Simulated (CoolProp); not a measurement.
Aqueous potassium formate as a coolant, at 7 °C, 1 atm.

Model: Melinder's fits for secondary coolants, in CoolProp.

```
mass %  freezing point (°C)  Prandtl number  conductivity (W/(m K))  cp (kJ/(kg K))  viscosity (mPa s)
------  -------------------  --------------  ----------------------  --------------  -----------------
4.4                    -2.0            10.9                   0.568               …               1.54
11.1                   -5.6            11.1                   0.558           3.765               1.64
17.8                      …               …                   0.547           3.519               1.79
24.5                  -15.5            12.3                   0.535           3.291               2.01
31.3                  -22.7            13.4                   0.522           3.083               2.27
38                    -31.8            14.6                   0.507           2.904               2.55
44.7                  -43.4            17.2                   0.489           2.745               3.07
```

What belongs in the gaps?


- 4.4, cp (kJ/(kg K)): 4.023
- 17.8, freezing point (°C): -10.0
- 17.8, Prandtl number: 11.5
